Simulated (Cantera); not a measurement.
Mixture: 22.5 % H2, 16.3 % O2, 61.1 % N2, 0.110 % NO, at 0.620 bar, adiabatic and at constant volume. Ignition delay is the time to a rise of 400 K.

Cantera simulation using GRI-Mech 3.0 (53 species, 325 reactions); the numbers are that mechanism's predictions, not measurements. The mechanism lacks 2 NO + O2 → 2 NO2 and HONO, so NO2 and the effect of NO are under-described below about 1400 K. Where the delays flatten at high temperature, the 400 K rule measures the pace of heat release, not the induction time.

Problem. Predict: delay at 1200 K; delay at 1400 K; delay at 1600 K; delay at 1800 K; delay at 2000 K.

Solution. 
| Item | Result |
|---|---|
| delay at 1200 K | 72.8 µs |
| delay at 1400 K | 37.2 µs |
| delay at 1600 K | 29.8 µs |
| delay at 1800 K | 32.4 µs |
| delay at 2000 K | 40.9 µs |
